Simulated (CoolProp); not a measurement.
Properties of the fluoroketone C6F12O (FK-5-1-12) along the isotherm 197.45 °C.

Model: reference Helmholtz-energy equation of state, McLinden 2015, in CoolProp.

| p (bar) | phase | density (kg/m³) | cv (kJ/(kg K)) | Joule-Thomson coefficient (K/MPa) |
|---|---|---|---|---|
| 0.668 | gas | 5.450 | … | 6.667 |
| 1.34 | gas | 11.04 | 1.009 | … |
| 2 | gas | 16.65 | 1.010 | 6.854 |
| 2.67 | gas | 22.47 | 1.011 | … |
| 3.34 | gas | … | 1.012 | 7.058 |
| 4.01 | gas | 34.49 | 1.013 | 7.167 |
| 4.67 | gas | 40.61 | … | 7.279 |
| 5.34 | gas | 46.98 | 1.015 | 7.398 |
| 6.01 | gas | 53.50 | 1.016 | 7.522 |
| 6.68 | gas | 60.19 | 1.018 | 7.652 |
| 7.34 | gas | 66.96 | … | 7.787 |
| 8.01 | gas | … | 1.020 | 7.930 |
| 8.68 | gas | 81.26 | 1.021 | 8.079 |
| 9.35 | gas | 88.73 | 1.023 | 8.237 |

Q: Some entries are withheld; supply them.

A: 
- 0.668, cv (kJ/(kg K)): 1.008
- 1.34, Joule-Thomson coefficient (K/MPa): 6.760
- 2.67, Joule-Thomson coefficient (K/MPa): 6.954
- 3.34, density (kg/m³): 28.41
- 4.67, cv (kJ/(kg K)): 1.014
- 7.34, cv (kJ/(kg K)): 1.019
- 8.01, density (kg/m³): 74.01
